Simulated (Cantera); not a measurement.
A closed system holds: 1 mol PbO, 5.2 mol CO, 0.16 mol H2, equilibrated at 1175 K and 1.00 bar.

Equilibrium computed with Cantera from the NASA thermochemical tables; the gas is ideal and each condensed phase is pure. Candidate condensed phases: C, C6H6, C7H8, C8H18, H2O, Pb, PbO, PbO2, Pb3O4; 113 gas species. The numbers say what is thermodynamically allowed, not how fast it happens.

Base state: CO 0.790, CO2 0.180, H2 0.0231, H2O 0.00673, Pb 0.000435 (mole fractions); condensed: Pb(l).

### Question
What changes in the equilibrium state with this change: temperature from 1175 K to 1475 K?

### Answer
```tsv
species	before	after
CO	0.790	0.779
CO2	0.180	0.173
Pb	0.000435	0.0192
H2O	0.00673	0.0104
H2	0.0231	0.0189
Pb(l), mol	0.998	0.895
```
